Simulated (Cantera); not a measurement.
**Premixed flame**

A freely propagating, adiabatic, planar premixed flame of 9.79 % CH4, 22.0 % O2, 61.6 % N2, 6.56 % CO2, unburnt at 700 K and 0.464 atm; mixture-averaged transport, grid criteria slope 0.08 and curve 0.16, no radiation.

Cantera simulation using GRI-Mech 3.0 (53 species, 325 reactions); the numbers are that mechanism's predictions, not measurements. Burning velocities carry a grid error of a few per cent, more on coarse grids.

| z (mm) | T (K) | u (m/s) | x CH4 | x O2 | x CH2CO | x C2H6 | x CO2 | x NO |
|---|---|---|---|---|---|---|---|---|
| -1.70 | 700 | 2.07 | 0.0978 | 0.220 | <1e-8 | 4.72e-8 | 0.0656 | <1e-8 |
| -1.13 | 701 | 2.07 | 0.0976 | 0.220 | <1e-8 | 8.31e-7 | 0.0655 | <1e-8 |
| -0.851 | 705 | 2.09 | 0.0969 | 0.219 | 3.93e-8 | 6.89e-6 | 0.0653 | <1e-8 |
| -0.567 | 740 | 2.20 | 0.0936 | 0.215 | 6.51e-7 | 7.99e-5 | 0.0650 | 5.62e-8 |
| -0.284 | 1032 | 3.12 | 0.0705 | 0.189 | 2.22e-5 | 0.000912 | 0.0657 | 6.92e-7 |
| -0.142 | 1404 | 4.30 | 0.0402 | 0.148 | 8.94e-5 | 0.000884 | 0.0692 | 1.93e-6 |
| 0 | 1779 | 5.51 | 0.0109 | 0.0982 | 0.000118 | 9.00e-5 | 0.0770 | 4.48e-6 |
| 0.142 | 1942 | 6.04 | 0.00110 | 0.0670 | 3.03e-5 | 6.53e-7 | 0.0874 | 7.84e-6 |
| 0.284 | 1979 | 6.14 | 6.01e-5 | 0.0552 | 2.50e-6 | <1e-8 | 0.0965 | 1.03e-5 |
| 0.567 | 2013 | 6.22 | 2.47e-7 | 0.0492 | 1.47e-8 | <1e-8 | 0.107 | 1.32e-5 |
| 1.13 | 2060 | 6.34 | <1e-8 | 0.0463 | <1e-8 | <1e-8 | 0.114 | 1.79e-5 |
| 2.27 | 2126 | 6.51 | <1e-8 | 0.0439 | <1e-8 | <1e-8 | 0.118 | 2.77e-5 |
| 4.54 | 2207 | 6.72 | <1e-8 | 0.0411 | <1e-8 | <1e-8 | 0.124 | 5.01e-5 |
x: mole fraction of selected species; z is measured from the peak of heat release.

```
Item                        Result
------------------------  --------
laminar burning velocity  206 cm/s
thermal thickness         0.567 mm
peak x(CH2CO)             0.000128
peak x(C2H6)               0.00111
grid points                    166
```
